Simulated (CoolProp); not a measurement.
Nitrous oxide at several states: fugacity coefficient from the reference equation and from simpler models built on Tc = 36.4 °C, pc = 72.45 bar, ω = 0.161; each cubic takes its own stable root.

Computed with CoolProp (reference Helmholtz-energy equation of state, Lemmon 2006). It is a short technical equation, of lower accuracy than the large ones.

| T (°C) | p (bar) | phase | reference |
|---|---|---|---|
| 83.05 | 5.1 | gas | 0.9846 |
| 61.65 | 40.1 | gas | 0.8559 |
| 147.15 | 235 | supercritical | 0.6876 |
| -60.25 | 0.735 | gas | 0.9887 |
| 64.65 | 3.36 | gas | 0.9879 |

Q: How far does each simpler model (van der Waals, Soave-Redlich-Kwong) lie from the reference over these 5 states: mean and median of the absolute difference, and the worst?

A: 
- van der Waals: mean 1.8 %, median 0.4 %, worst -7.0 % at 147.15 °C and 235 bar
- Soave-Redlich-Kwong: mean 1.1 %, median 0.1 %, worst +5.1 % at 147.15 °C and 235 bar
